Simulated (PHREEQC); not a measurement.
# Acid rinse or clean (model solution)

Solution (25 °C): 0.04 mol H2SO4 and 0.1 mol CuCl2 per kg of water. Closed to the air; pH follows from the charge balance.

Model: ion-association model, wateq4f.dat, run in PHREEQC.

The pH is 1.31, the ionic strength is 0.316 mol/kgw and the activity of water is 0.994. The total alkalinity is -80.0 meq/kg.

| species | molality | activity | log γ |
|---|---|---|---|
| Cl- | 0.188 | 0.127 | -0.169 |
| Cu+2 | 0.0773 | 0.0221 | -0.544 |
| H+ | 0.0620 | 0.0484 | -0.108 |
| HSO4- | 0.0180 | 0.0125 | -0.157 |
| CuSO4 | 0.0112 | 0.0120 | 0.032 |
| CuCl+ | 0.0111 | 0.00757 | -0.165 |
| SO4-2 | 0.0108 | 0.00267 | -0.609 |
| CuCl2 | 0.000481 | 0.000517 | 0.032 |
| CuCl3- | 3.41e-7 | 2.33e-7 | -0.165 |
| CuOH+ | 6.63e-9 | 4.53e-9 | -0.165 |

No solid was allowed to form.
